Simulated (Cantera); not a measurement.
Cantera run, input and output.

```python
import numpy as np
import cantera as ct

gas = ct.Solution("gri30.yaml")


def delay(T, t_max=10):
    gas.TPX = T, 840000, {'CH4': 1, 'O2': 1.67, 'N2': 6.27}
    reactor = ct.IdealGasReactor(gas, clone=False)
    net = ct.ReactorNet([reactor])
    net.rtol, net.atol = 1e-8, 1e-16
    while net.time < t_max:
        t_old, T_old = net.time, reactor.T
        net.step()
        if reactor.T > T + 400:  # ignition: a rise of 400 K
            return t_old + (T + 400 - T_old) / (reactor.T - T_old) * (net.time - t_old)
    return np.nan


taus = []
for T in [1075, 1175, 1275, 1375, 1475, 1575, 1675, 1775, 1875]:
    taus.append(delay(T))
    print(f"T0 = {T:6g} K   tau = {taus[-1]:.4e} s")
```

It prints:

```
T0 =   1075 K   tau = 3.2304e-02 s
T0 =   1175 K   tau = 8.2088e-03 s
T0 =   1275 K   tau = 2.4007e-03 s
T0 =   1375 K   tau = 7.8130e-04 s
T0 =   1475 K   tau = 2.7803e-04 s
T0 =   1575 K   tau = 1.0730e-04 s
T0 =   1675 K   tau = 4.5101e-05 s
T0 =   1775 K   tau = 2.0819e-05 s
T0 =   1875 K   tau = 1.0571e-05 s
```

Computed with Cantera and GRI-Mech 3.0 (53 species, 325 reactions).
